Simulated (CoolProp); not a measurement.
A simple Rankine cycle with R134a: condensing at 297.15 K, boiler at 1.65 MPa, turbine inlet 347.5 K, turbine efficiency 0.8, pump efficiency 0.7, no recuperator. Each further row changes one setting.

Model: reference Helmholtz-energy equation of state, Tillner-Roth 1994, in CoolProp.

```
case                             thermal efficiency (%)  net work (kJ/kg)  heat in (kJ/kg)  turbine exit temperature (K)  volume ratio over the turbine
-------------------------------  ----------------------  ----------------  ---------------  ----------------------------  -----------------------------
as stated                                           7.3              15.5              211                           [?]                           2.64
turbine inlet 367.5 K                               7.4               [?]              235                         336.1                           2.58
condensing temperature 289.15 K                     8.8              19.7              222                         306.9                           3.37
boiler pressure 1.15 MPa                            4.8               [?]              221                         328.8                           1.78
turbine efficiency 0.7                              6.3              13.4              211                         316.5                            [?]
```

Question: Complete the blanks.

Answer: 
- as stated, turbine exit temperature (K): 314.4
- turbine inlet 367.5 K, net work (kJ/kg): 17.4
- boiler pressure 1.15 MPa, net work (kJ/kg): 10.5
- turbine efficiency 0.7, volume ratio over the turbine: 2.66
